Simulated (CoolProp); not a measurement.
Properties of hexamethyldisiloxane (MM) along the isotherm 361.5 K.

Computed with CoolProp (reference Helmholtz-energy equation of state, Thol 2016).

| p (bar) | phase | Z | cv (kJ/(kg K)) | speed of sound (m/s) |
|---|---|---|---|---|
| 5.36 | liquid | 0.04192 | 1.701 | 664.3 |
| 10.7 | liquid | 0.08352 | 1.701 | 671.5 |
| 16.1 | liquid | 0.1254 | 1.701 | 678.6 |
| 21.5 | liquid | 0.1671 | 1.700 | 685.5 |
| 26.8 | liquid | 0.2079 | 1.700 | 692.2 |
| 32.2 | liquid | 0.2493 | 1.700 | 698.9 |
| 37.5 | liquid | 0.2898 | 1.700 | 705.3 |
| 42.9 | liquid | 0.3309 | 1.699 | 711.7 |
| 48.3 | liquid | 0.3719 | 1.699 | 718.0 |
